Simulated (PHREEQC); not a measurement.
Consider water at 25 °C with 0.29 mol CdSO4, 0.054 mol Na2SO4 and 0.055 mol MnSO4 per kg of water. Closed to the air; pH follows from the charge balance.

The numbers come from PHREEQC with the ion-association model, phreeqc.dat.

Each row changes one thing in this solution. No solid was allowed to form.

```
case                                            pH  ionic strength (mol/kgw)  SO4-2 (mol/kgw)  Mn+2 (mol/kgw)  MnSO4 (mol/kgw)  NaSO4- (mol/kgw)
--------------------------------------------  ----  ------------------------  ---------------  --------------  ---------------  ----------------
as made                                       5.82                     0.650           0.0905          0.0345           0.0205           0.00880
CdSO4 from 0.29 to 0.319 mol/kgw              5.79                     0.687           0.0924          0.0349           0.0201           0.00882
CdSO4 replaced by KHSO4 at the same molality  1.17                     0.653            0.124          0.0304           0.0246            0.0117
Na2SO4 from 0.054 to 0.0486 mol/kgw           5.81                     0.642           0.0887          0.0347           0.0204           0.00780
0.069 mol/kgw FeCl3 added                     2.80                     0.689            0.104          0.0320           0.0208           0.00984
temperature from 25 to 65 °C                  5.45                     0.626           0.0931          0.0275           0.0275            0.0100
MnSO4 from 0.055 to 0.11 mol/kgw              5.86                     0.743            0.106          0.0680           0.0420           0.00976
```

The ionic strength passes 0.7 mol/kgw, the rough limit of the ion-association models, in MnSO4 from 0.055 to 0.11 mol/kgw. Species that the database lacks are ignored. Some of these states are supersaturated (in Hematite (slow to form), Goethite (slow to form), for instance). Constants without temperature data keep their 25 °C values here.
